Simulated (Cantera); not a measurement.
An adiabatic, constant-volume homogeneous reactor starts with CH4 : H2 : O2 : N2 = 1 : 0.2 : 1.05 : 3.95 (molar parts), equivalence ratio 2.0, at 1425 K and 140000 Pa. Integrator tolerance rtol = 1e-08.

Computed with Cantera and GRI-Mech 3.0 (53 species, 325 reactions).

### Question
What does this change do: initial temperature 1425 to 1448 K?

### Answer
```
quantity                                                              before                                      after
---------------------------------  -----------------------------------------  -----------------------------------------
time of steepest temperature rise                                   0.977 ms                                   0.795 ms
temperature at 2.00 s                                                 2737 K                                     2751 K
equilibrium temperature                                               2737 K                                     2751 K
x(CH4) at 2.00 s                   5.15e-11 (gas-phase equilibrium 5.79e-11)  4.79e-11 (gas-phase equilibrium 5.40e-11)
x(H2) at 2.00 s                          0.162 (gas-phase equilibrium 0.162)        0.162 (gas-phase equilibrium 0.162)
x(O2) at 2.00 s                      6.31e-5 (gas-phase equilibrium 6.31e-5)    7.10e-5 (gas-phase equilibrium 7.10e-5)
x(O) at 2.00 s                     0.000190 (gas-phase equilibrium 0.000190)  0.000215 (gas-phase equilibrium 0.000215)
x(C2H4) at 2.00 s                      <1e-12 (gas-phase equilibrium <1e-12)      <1e-12 (gas-phase equilibrium <1e-12)
```

### Question
What does this change do: initial temperature 1425 to 1325 K?

### Answer
```tsv
quantity	before	after
time of steepest temperature rise	0.977 ms	2.50 ms
temperature at 2.00 s	2737 K	2676 K
equilibrium temperature	2737 K	2676 K
x(CH4) at 2.00 s	5.15e-11 (gas-phase equilibrium 5.79e-11)	7.13e-11 (gas-phase equilibrium 8.03e-11)
x(H2) at 2.00 s	0.162 (gas-phase equilibrium 0.162)	0.164 (gas-phase equilibrium 0.164)
x(O2) at 2.00 s	6.31e-5 (gas-phase equilibrium 6.31e-5)	3.61e-5 (gas-phase equilibrium 3.61e-5)
x(O) at 2.00 s	0.000190 (gas-phase equilibrium 0.000190)	0.000109 (gas-phase equilibrium 0.000109)
x(C2H4) at 2.00 s	<1e-12 (gas-phase equilibrium <1e-12)	<1e-12 (gas-phase equilibrium <1e-12)
```
